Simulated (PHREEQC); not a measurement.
Make-up at 20 °C: 190 mmol/kgw KOH, 13 mmol/kgw K2SiO3 and 48 mmol/kgw K3PO4. It is in equilibrium with CO2 at log p = -3.4 (atm). Otherwise closed; pH follows from the charge balance.

Computed with PHREEQC (ion-association model, wateq4f.dat).

```json
[
 {"quantity": "pH", "before": "9.94", "after": "9.62"},
 {"quantity": "ionic strength (mol/kgw)", "before": "0.485", "after": "0.227"},
 {"quantity": "CO3-2 (mol/kgw)", "before": "0.0872", "after": "0.0158"},
 {"quantity": "HCO3- (mol/kgw)", "before": "0.0801", "after": "0.0364"},
 {"quantity": "HPO4-2 (mol/kgw)", "before": "0.0412", "after": "0.0437"},
 {"quantity": "H3SiO4- (mol/kgw)", "before": "0.00840", "after": "0.00563"},
 {"quantity": "SI of SiO2(a) (SiO2)", "before": "+0.47", "after": "+0.65"}
]
```

**Question.** Name the change that produced these shifts.
A) diluted 100-fold with water
B) temperature from 20 to 65 °C
C) KOH left out
D) K3PO4 from 0.048 to 0.024 mol/kgw
E) K2SiO3 from 0.013 to 0.0065 mol/kgw

**Answer.** C, KOH left out

This is a speciation only: nothing precipitates in the calculation. Some of these states are supersaturated (in SiO2(a), Quartz (slow to form), for instance). H3PO4, which wateq4f.dat lacks, is added to it with the constant of phreeqc.dat.
